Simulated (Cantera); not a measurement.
Charge: 1 mol Fe₂O₃, 2.2 mol C, 2.9 mol N₂, 4.7 mol CH₄, held at 2123 K.

Method: chemical equilibrium by Gibbs-energy minimisation in Cantera with the NASA 1993 tables (ideal gas, pure condensed phases). Candidate condensed phases: C, C₆H₆, C₇H₈, C₈H₁₈, Fe, Fe(CO)₅, FeO, Fe(OH)₂, Fe(OH)₃, Fe₂O₃, Fe₃O₄, H₂O; 140 gas species. Iron dissolves carbon and melts from about 1420 K in contact with it, which pure phases cannot show. Condensed phases not in the tables: cementite and carbon dissolved in iron. Rates play no part.

Problem. What share of the Fe ends up in condensed phases as a function of P (Pa), at 10, 100, 1000, 10000, 100000, 1000000?

Solution. 
```tsv
P (Pa)	Fe condensed (%)	as
10	0.0	-
100	0.0	-
1000	0.0	-
10000	89.6	Fe(l)
100000	99.0	Fe(l)
1000000	99.9	Fe(l)
```
